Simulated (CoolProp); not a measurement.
Vapour-liquid equilibrium of diethyl ether (1) + methanol (2) at 1.5 MPa; x and y are mole fractions of (1).

Values from CoolProp's multi-fluid Helmholtz-energy mixture model, Thol 2014 and de Reuck 1993; pair parameters Bell 2016.

| x | bubble temperature, mixture model (K) | bubble temperature, Raoult's law (K) | y, mixture model | y, Raoult's law |
|---|---|---|---|---|
| 0.05 | 423.4 | 425.7 | 0.096 | 0.062 |
| 0.15 | 418.8 | 424.6 | 0.247 | 0.183 |
| 0.25 | 415.5 | 423.4 | 0.360 | 0.299 |
| 0.35 | 413.1 | 422.2 | 0.449 | 0.409 |
| 0.45 | 411.4 | 421.0 | 0.524 | 0.515 |
| 0.55 | 410.3 | 419.7 | 0.593 | 0.615 |
| 0.65 | 409.7 | 418.4 | 0.663 | 0.710 |
| 0.75 | 409.7 | 417.1 | 0.739 | 0.800 |
| 0.85 | 410.5 | 415.7 | 0.827 | 0.884 |
| 0.95 | 412.2 | 414.3 | 0.935 | 0.963 |

The largest gap from Raoult's law is -9.6 K in bubble temperature, at x = 0.45. y crosses x between x = 0.65 and 0.75: the model has an azeotrope there.

The pair parameters rest on a limited set of measurements; away from them the model extrapolates.
